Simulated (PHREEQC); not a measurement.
Dissolve 0.074 mol/kgw ZnCl2, 0.092 mol/kgw H3BO3 and 0.00025 mol/kgw MnSO4 at 80 °C. Closed to the air; pH follows from the charge balance.

Model: ion-association model, phreeqc.dat, run in PHREEQC.

This is a speciation only: nothing precipitates in the calculation.

### Question
Estimate the pH, ionic strength.

### Answer
pH 4.60; ionic strength 0.158 mol/kgw.

### Question
In which forms is Cl present?

### Answer
Cl- 77 %, ZnCl+ 19 %, ZnCl2 2.7 %, ZnCl3- 0.7 % of the Cl.

Complexes and solids missing from the database can't appear. At this temperature some constants are extrapolated from 25 °C, and those without enthalpy data are left unchanged.
